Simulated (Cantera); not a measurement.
An isothermal, constant-pressure homogeneous reactor starts with CH4 : N2 = 1 : 2.1 (molar parts), at 1625 K and 97.0 Pa.

Cantera simulation using GRI-Mech 3.0 (53 species, 325 reactions); the numbers are that mechanism's predictions, not measurements. GRI-Mech 3.0 stops at C3 and has no aromatics, soot or wall deposition, so with more carbon than oxygen in the feed, carbon stays in small species such as C2H2 where larger ones or solid carbon would form. Radical loss at walls, strong at low pressure, is not modelled.

### Question
Predict: x(CH4) at 30.0 s; x(C2H4) at 30.0 s; x(HCN) at 30.0 s; x(C2H2) at 30.0 s; x(H) at 30.0 s.

### Answer
```
Property                                              Value
-----------------  ----------------------------------------
x(CH4) at 30.0 s    0.00885 (gas-phase equilibrium 1.40e-5)
x(C2H4) at 30.0 s   3.06e-5 (gas-phase equilibrium 2.27e-6)
x(HCN) at 30.0 s     1.90e-6 (gas-phase equilibrium 0.0998)
x(C2H2) at 30.0 s      0.118 (gas-phase equilibrium 0.0720)
x(H) at 30.0 s     0.000551 (gas-phase equilibrium 0.00138)
```
